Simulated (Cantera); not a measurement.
Ti(OiPr)₄ + H₂ + N₂ (titanium nitride, carbide and oxide coatings)

Feed: 1 mol Ti(OiPr)₄, 3.2 mol H₂, 13 mol N₂, equilibrated at 180 Pa.

Cantera equilibrium calculation (NASA polynomials, part measured and part estimated; ideal gas, pure solids and liquids). Candidate condensed phases: C, C₆H₆, C₇H₈, C₈H₁₈, H₂O, Ti, TiC, TiN, TiO, TiO₂, Ti₂O₃, Ti₃O₅, Ti₄O₇; 139 gas species. The feed counts by its element totals alone. TiC: taken at fixed stoichiometry. Equilibrium is a limit: real reactors are often held back by kinetics, nucleation or transport.

```tsv
T (°C)	log p H₂	log p N₂	log p CO	log p H	log p HCN	log p C₂H₂ (acetylene)	log p HNC	n C(graphite)	n TiC(s)
1427	-3.05	-3.17	-3.68	-5.35	-5.54	-7.18	-7.07	6.94	1.00
1477	-3.05	-3.17	-3.68	-5.16	-5.43	-6.99	-6.90	6.92	1.00
1527	-3.05	-3.17	-3.68	-4.97	-5.32	-6.80	-6.74	6.90	1.00
1577	-3.05	-3.17	-3.68	-4.79	-5.22	-6.63	-6.59	6.87	1.000
1627	-3.05	-3.17	-3.68	-4.63	-5.12	-6.47	-6.45	6.84	1.000
1677	-3.06	-3.17	-3.68	-4.47	-5.03	-6.32	-6.32	6.80	1.000
1727	-3.06	-3.17	-3.68	-4.32	-4.95	-6.18	-6.20	6.75	1.000
1777	-3.07	-3.18	-3.68	-4.18	-4.87	-6.05	-6.08	6.69	1.000
1827	-3.08	-3.18	-3.69	-4.05	-4.80	-5.92	-5.97	6.62	1.000
```
log p: log10 of the partial pressure in bar; n: condensed amount in mol.

From 1427 °C to 1827 °C the condensed part is C(graphite) + TiC(s).
